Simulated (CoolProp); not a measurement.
C3F8 (R218) along the isobar 0.94 MPa: Z from the reference equation and from simpler models built on Tc = 345.0 K, pc = 2.640 MPa, ω = 0.317; each cubic takes its own stable root.

Values from CoolProp's reference Helmholtz-energy equation of state, Lemmon 2006. It is a short technical equation, of lower accuracy than the large ones.

```
T (K)   phase  reference
-----  ------  ---------
165.3  liquid    0.06877
170.4  liquid    0.06735
175.6  liquid    0.06600
180.7  liquid    0.06476
185.9  liquid    0.06358
191    liquid    0.06249
196.2  liquid    0.06147
201.3  liquid    0.06053
206.5  liquid    0.05963
211.6  liquid    0.05882
216.8  liquid    0.05805
221.9  liquid    0.05735
227.1  liquid    0.05670
232.3  liquid    0.05610
```

**Question.** How far does each simpler model (van der Waals, Redlich-Kwong, Soave-Redlich-Kwong) lie from the reference over these 14 states: mean and median of the absolute difference, and the worst?

**Answer.** 
- van der Waals: mean 61.0 %, median 60.8 %, worst +62.3 % at 165.3 K and 0.94 MPa
- Redlich-Kwong: mean 9.4 %, median 9.3 %, worst +10.2 % at 232.3 K and 0.94 MPa
- Soave-Redlich-Kwong: mean 5.7 %, median 5.5 %, worst +6.7 % at 165.3 K and 0.94 MPa
